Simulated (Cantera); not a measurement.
Adiabatic ignition

An adiabatic, constant-pressure homogeneous reactor starts with 14.1 % CH3OH, 17.6 % O2, 66.2 % N2, 2.11 % H2O, equivalence ratio 1.2, at 1400 K and 1.00 bar.

Detailed kinetics in Cantera: GRI-Mech 3.0 (53 species, 325 reactions). GRI-Mech 3.0 was tuned for natural gas; its chemistry of methanol as a main component is partial and can be far from experiment.

```json
[
 {"t (s)": "4.00e-6", "T (K)": "1400", "x CH3OH": "0.141", "x O2": "0.176", "x H2O": "0.0211", "x CO2": "2.56e-7", "x CH2": "1.28e-8", "x CH2O": "5.28e-6", "x NO": "<1e-12"},
 {"t (s)": "8.23e-6", "T (K)": "1400", "x CH3OH": "0.141", "x O2": "0.176", "x H2O": "0.0211", "x CO2": "5.32e-7", "x CH2": "1.28e-8", "x CH2O": "1.18e-5", "x NO": "<1e-12"},
 {"t (s)": "1.69e-5", "T (K)": "1400", "x CH3OH": "0.141", "x O2": "0.176", "x H2O": "0.0211", "x CO2": "1.10e-6", "x CH2": "1.28e-8", "x CH2O": "2.68e-5", "x NO": "<1e-12"},
 {"t (s)": "3.48e-5", "T (K)": "1400", "x CH3OH": "0.141", "x O2": "0.176", "x H2O": "0.0212", "x CO2": "2.27e-6", "x CH2": "1.28e-8", "x CH2O": "6.23e-5", "x NO": "<1e-12"},
 {"t (s)": "7.16e-5", "T (K)": "1400", "x CH3OH": "0.141", "x O2": "0.176", "x H2O": "0.0212", "x CO2": "4.68e-6", "x CH2": "1.28e-8", "x CH2O": "0.000156", "x NO": "<1e-12"},
 {"t (s)": "0.000147", "T (K)": "1400", "x CH3OH": "0.140", "x O2": "0.176", "x H2O": "0.0214", "x CO2": "9.68e-6", "x CH2": "1.28e-8", "x CH2O": "0.000500", "x NO": "<1e-12"},
 {"t (s)": "0.000303", "T (K)": "1403", "x CH3OH": "0.138", "x O2": "0.174", "x H2O": "0.0228", "x CO2": "2.13e-5", "x CH2": "1.35e-8", "x CH2O": "0.00272", "x NO": "<1e-12"},
 {"t (s)": "0.000624", "T (K)": "2381", "x CH3OH": "<1e-12", "x O2": "0.0188", "x H2O": "0.197", "x CO2": "0.0550", "x CH2": "<1e-12", "x CH2O": "6.90e-10", "x NO": "5.37e-5"},
 {"t (s)": "0.00128", "T (K)": "2682", "x CH3OH": "<1e-12", "x O2": "0.00997", "x H2O": "0.222", "x CO2": "0.0644", "x CH2": "<1e-12", "x CH2O": "7.31e-10", "x NO": "0.00104"},
 {"t (s)": "0.00264", "T (K)": "2680", "x CH3OH": "<1e-12", "x O2": "0.00945", "x H2O": "0.222", "x CO2": "0.0643", "x CH2": "<1e-12", "x CH2O": "7.41e-10", "x NO": "0.00276"},
 {"t (s)": "0.00543", "T (K)": "2676", "x CH3OH": "<1e-12", "x O2": "0.00895", "x H2O": "0.222", "x CO2": "0.0640", "x CH2": "<1e-12", "x CH2O": "7.51e-10", "x NO": "0.00458"},
 {"t (s)": "0.0112", "T (K)": "2675", "x CH3OH": "<1e-12", "x O2": "0.00876", "x H2O": "0.222", "x CO2": "0.0639", "x CH2": "<1e-12", "x CH2O": "7.55e-10", "x NO": "0.00532"},
 {"t (s)": "0.0230", "T (K)": "2675", "x CH3OH": "<1e-12", "x O2": "0.00874", "x H2O": "0.222", "x CO2": "0.0639", "x CH2": "<1e-12", "x CH2O": "7.56e-10", "x NO": "0.00538"},
 {"t (s)": "0.0473", "T (K)": "2675", "x CH3OH": "<1e-12", "x O2": "0.00874", "x H2O": "0.222", "x CO2": "0.0639", "x CH2": "<1e-12", "x CH2O": "7.56e-10", "x NO": "0.00538"},
 {"t (s)": "0.0972", "T (K)": "2675", "x CH3OH": "<1e-12", "x O2": "0.00874", "x H2O": "0.222", "x CO2": "0.0639", "x CH2": "<1e-12", "x CH2O": "7.56e-10", "x NO": "0.00538"},
 {"t (s)": "0.200", "T (K)": "2675", "x CH3OH": "<1e-12", "x O2": "0.00874", "x H2O": "0.222", "x CO2": "0.0639", "x CH2": "<1e-12", "x CH2O": "7.56e-10", "x NO": "0.00538"}
]
```
x: mole fraction; the columns are a selection and need not sum to one.

* **time of steepest temperature rise**: 0.559 ms
* **temperature at 0.200 s**: 2675 K
* **equilibrium temperature**: 2675 K
* **x(CH3OH) at 0.200 s**: <1e-12 (gas-phase equilibrium <1e-12)
* **x(O2) at 0.200 s**: 0.00874 (gas-phase equilibrium 0.00874)
* **x(H2O) at 0.200 s**: 0.222 (gas-phase equilibrium 0.222)
